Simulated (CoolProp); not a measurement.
Properties of dry air along the isobar 47.4 bar (Tc = 132.5 K, pc = 37.86 bar, ω = 0.034).

Values from CoolProp's reference Helmholtz-energy equation of state, Lemmon 2000. It is a pseudo-pure fit of the blend.

| T (K) | phase | Z | cp (kJ/(kg K)) | speed of sound (m/s) |
|---|---|---|---|---|
| 123.1 | liquid | 0.2108 | 2.630 | 451.3 |
| 137.6 | supercritical | 0.3344 | 10.78 | 198.8 |
| 152.2 | supercritical | 0.6667 | ___ | 219.3 |
| 166.8 | supercritical | 0.7780 | 1.628 | 241.8 |
| 181.4 | supercritical | 0.8426 | ___ | 259.8 |
| 195.9 | supercritical | 0.8849 | ___ | 275.2 |
| 210.5 | supercritical | 0.9149 | 1.224 | 289.0 |
| 225.1 | supercritical | 0.9369 | 1.178 | 301.6 |
| 239.6 | supercritical | 0.9533 | 1.147 | ___ |
| 254.2 | supercritical | 0.9660 | 1.124 | 324.1 |
| 268.8 | supercritical | 0.9760 | 1.106 | 334.5 |

Q: What belongs in the gaps?

A: 
- 152.2, cp (kJ/(kg K)): 2.263
- 181.4, cp (kJ/(kg K)): 1.405
- 195.9, cp (kJ/(kg K)): 1.292
- 239.6, speed of sound (m/s): 313.2

The peak of cp marks the crossing from liquid-like to gas-like fluid above the critical point.
